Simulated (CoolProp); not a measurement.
R1234yf at several states: Z from the reference equation and from simpler models built on Tc = 367.8 K, pc = 3.384 MPa, ω = 0.276; each cubic takes its own stable root.

Computed with CoolProp (reference Helmholtz-energy equation of state, Lemmon 2022).

```tsv
T (K)	p (MPa)	phase	reference	van der Waals	Redlich-Kwong	Soave-Redlich-Kwong	Peng-Robinson
197.8	0.0661	liquid	0.003311	0.9755	0.003823	0.003722	0.003305
377.9	1.7	gas	0.8186	0.8393	0.8221	0.8253	0.8079
351.4	0.0737	gas	0.9910	0.9927	0.9915	0.9913	0.9904
150.9	1.1	liquid	0.06650	0.1150	0.07733	0.07622	0.06795
264.2	3.8	liquid	0.1620	0.2679	0.1879	0.1808	0.1600
235	0.0196	gas	0.9903	0.9951	0.9932	0.9923	0.9920
```

At some of these states van der Waals gives the other phase, because its saturation line lies elsewhere.
